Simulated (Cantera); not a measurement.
An isothermal, constant-pressure homogeneous reactor starts with 9.80 % NO, 90.2 % N₂, at 1650 K and 1.70 bar.

Computed with Cantera and GRI-Mech 3.0 (53 species, 325 reactions).

x: mole fraction; the columns are a selection and need not sum to one.

```
t (s)       x NO    x N₂O      x O₂    x NO₂      x O   x N₂
--------  ------  -------  --------  -------  -------  -----
8.00e-6   0.0980  6.97e-9    <1e-12  1.15e-9  5.84e-9  0.902
4.13e-5   0.0980  3.58e-8  1.44e-11  1.98e-8  1.63e-8  0.902
0.000213  0.0980  1.81e-7  1.46e-10  1.67e-7  2.26e-8  0.902
0.00110   0.0980  8.46e-7   2.05e-9  1.02e-6  4.32e-8  0.902
0.00566   0.0980  2.76e-6   1.24e-7  6.72e-6  1.67e-7  0.902
0.0292    0.0980  3.80e-6         ?        ?        ?  0.902
0.150     0.0977  3.78e-6         ?        ?        ?  0.902
0.776     0.0966  3.70e-6  0.000663  3.71e-5  7.82e-7  0.903
4.00      0.0912  3.31e-6   0.00334  5.84e-5  1.29e-6  0.905
```

Fill in the missing entries.


- 0.0292, x O₂: 1.06e-5
- 0.0292, x NO₂: 2.60e-5
- 0.0292, x O: 5.50e-7
- 0.150, x O₂: 0.000116
- 0.150, x NO₂: 2.99e-5
- 0.150, x O: 6.28e-7
